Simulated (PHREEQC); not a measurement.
A made-up water analysis in mmol/kgw, 25 °C, pH 6.56: Na 65.8; K 12; Ca 2.06; Mg 12.1; Cl 104; S(6) 2.74; Alkalinity (meq/kgw) 0.00584; B 0.0378; Si 0.205; Li 0.0299.

Valence states are taken as typed.

The numbers come from PHREEQC with the Pitzer model, pitzer.dat.

Q: The ionic strength comes out as 0.125 mol/kgw. What activity coefficients do Mg+2, Li+, Ca+2, SO4-2, K+ get?

A: Mg+2 0.36, Li+ 0.79, Ca+2 0.34, SO4-2 0.25, K+ 0.76. Single-ion values are on the MacInnes scale.

No solid was allowed to form. Species that the database lacks are ignored.
